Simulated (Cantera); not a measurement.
What does this Cantera script print?

```python
import numpy as np
import cantera as ct

gas_names = """
    NO N CrO3 NO2 N2O
""".split()
cond_names = """
    Cr(cr) Cr(L)
""".split()


# ... load() reads the species with a 1 bar reference pressure and builds the phases ...
species = {s.name: s for s in load("nasa_gas.yaml", gas_names) + load("nasa_condensed.yaml", cond_names)}
# Each term lists the table entries of one substance; the one whose range holds T is used.
reactions = {
    '3 NO(g) + Cr = 3 N(g) + CrO3(g)':
        [(-3, ['NO']), (-1, ['Cr(cr)', 'Cr(L)']), (3, ['N']), (1, ['CrO3'])],
    'Cr + 2 NO2(g) = CrO3(g) + N2O(g)':
        [(-1, ['Cr(cr)', 'Cr(L)']), (-2, ['NO2']), (1, ['CrO3']), (1, ['N2O'])],
}


def pick(names, T):
    return next(species[n] for n in names if species[n].thermo.min_temp <= T <= species[n].thermo.max_temp)


results = []
for label, terms in reactions.items():
    print(label)
    print("     T/K   dH/kJ  dS/(J/K)   dG/kJ   log10 K")
    for T in [300, 375, 525, 675, 825, 975, 1125, 1275, 1425, 1575, 1725]:
        used = [(nu, pick(names, T)) for nu, names in terms]
        dH = sum(nu * s.thermo.h(T) for nu, s in used) / 1e6
        dS = sum(nu * s.thermo.s(T) for nu, s in used) / 1e3
        dG = dH - T * dS / 1e3
        logK = -dG * 1e6 / (ct.gas_constant * T * np.log(10))
        results.append((label, T, dH, dS, dG, logK, [s.name for _, s in used]))
        print(f"{T:8g} {dH:8.1f} {dS:8.1f} {dG:8.1f} {logK:8.2f}")
```

Output:

```
3 NO(g) + Cr = 3 N(g) + CrO3(g)
     T/K   dH/kJ  dS/(J/K)   dG/kJ   log10 K
     300    851.4     70.3    830.3  -144.56
     375    852.0     72.0    824.9  -114.91
     525    853.8     76.1    813.8   -80.97
     675    855.8     79.5    802.1   -62.07
     825    857.6     81.9    790.0   -50.02
     975    859.0     83.5    777.6   -41.66
    1125    859.9     84.4    765.0   -35.52
    1275    860.4     84.7    752.3   -30.82
    1425    860.2     84.6    739.6   -27.11
    1575    859.5     84.1    727.0   -24.11
    1725    858.2     83.3    714.4   -21.63
Cr + 2 NO2(g) = CrO3(g) + N2O(g)
     T/K   dH/kJ  dS/(J/K)   dG/kJ   log10 K
     300   -279.7    -17.8   -274.3    47.77
     375   -279.8    -18.1   -273.0    38.02
     525   -279.7    -17.9   -270.3    26.89
     675   -279.6    -17.7   -267.6    20.71
     825   -279.7    -17.9   -265.0    16.78
     975   -280.0    -18.2   -262.2    14.05
    1125   -280.7    -18.9   -259.5    12.05
    1275   -281.8    -19.8   -256.6    10.51
    1425   -283.4    -20.9   -253.5     9.29
    1575   -285.4    -22.3   -250.3     8.30
    1725   -287.9    -23.8   -246.8     7.47
```

Cantera with NASA thermochemical tables; ideal gases at 1 bar, condensed phases pure. Condensed species are held in their standard states even where they would react or evaporate.
